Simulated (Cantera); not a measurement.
Tantalum, niobium, vanadium and zirconium in process gases: Zr + N2O + N2 + H2O

Charge: 1 mol Zr, 4.4 mol N2O, 42 mol N2, 6.1 mol H2O, held at 775 K and 0.133 bar.

Cantera equilibrium calculation (NASA polynomials, part measured and part estimated; ideal gas, pure solids and liquids). Candidate condensed phases: H2O, Zr, ZrN, ZrO2; 28 gas species. Kinetics and transport are ignored.

The x(N2) is 0.864 and the x(H2O) comes out as 0.114. The x(O2) is 0.0223, the n(ZrO2(monoclinic)) is 1.00 mol and the gas amount is 53.70 mol. The log10 activity of Zr(α) (absent) is -61.46.
